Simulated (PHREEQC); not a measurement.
Make-up at 25 °C: 0.0012 mol/kgw KOH, 6e-05 mol/kgw H3BO3 and 0.03 mol/kgw K3PO4. Closed to the air; pH follows from the charge balance.

All values are PHREEQC results (ion-association model, phreeqc.dat), not measurements.

This is a speciation only: nothing precipitates in the calculation.

Estimate the pH, specific conductance.

pH 11.93; specific conductance 10000 µS/cm.

In which forms is P present?

PO4-3 65 %, HPO4-2 33 %, KHPO4- 1.8 % of the P.
